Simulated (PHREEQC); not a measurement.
Consider water at 20 °C with 0.0011 mol HF, 0.015 mol CsF and 0.0023 mol H3PO4 per kg of water. Closed to the air; pH follows from the charge balance.

Equilibrium calculation in PHREEQC: ion-association model, wateq4f.dat.

This is a speciation only: nothing precipitates in the calculation.

Problem. Order these F species by the share of F that they hold, largest first: HF, HF2-, F-, H2F2.

Solution. F- (80 %), HF (18 %), HF2- (1.7 %), H2F2 (0.34 %)

The pH is 3.72 and the ionic strength 0.0152 mol/kgw. H3PO4, which wateq4f.dat lacks, is added to it with the constant of phreeqc.dat.
